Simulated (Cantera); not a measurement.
Feed: 1 mol Fe₂O₃, 0.052 mol SO₂, 0.44 mol H₂O, at 975 °C and 1 atm.

Method: chemical equilibrium by Gibbs-energy minimisation in Cantera with the NASA 1993 tables (ideal gas, pure condensed phases). Candidate condensed phases: Fe, FeO, Fe(OH)₂, Fe(OH)₃, FeS, FeSO₄, FeS₂, Fe₂O₃, Fe₂(SO₄)₃, Fe₃O₄, H₂O, H₂SO₄, S; 22 gas species. Kinetics and transport are ignored.

Base state: H₂O 0.894, SO₂ 0.106, SO₃ 3.08e-5, H₂ 1.80e-5 (mole fractions); condensed: Fe₂O₃(s).

### Question
What changes in the equilibrium state with this change: temperature from 975 °C to 1577 °C?

### Answer
| species | before | after |
|---|---|---|
| H₂O | 0.894 | 0.666 |
| O₂ | 2.69e-6 | 0.252 |
| SO₂ | 0.106 | 0.0785 |
| Fe(OH)₂ | 6.35e-8 | 3.77e-5 |
| O | <1e-9 | 9.62e-5 |
| OH | 1.00e-6 | 0.00249 |
| SO₃ | 3.08e-5 | 0.000352 |
| H₂ | 1.80e-5 | 0.000112 |
| Fe₂O₃(s), mol | 1.000 | 0 |
| Fe₃O₄(s), mol | 0 | 0.667 |
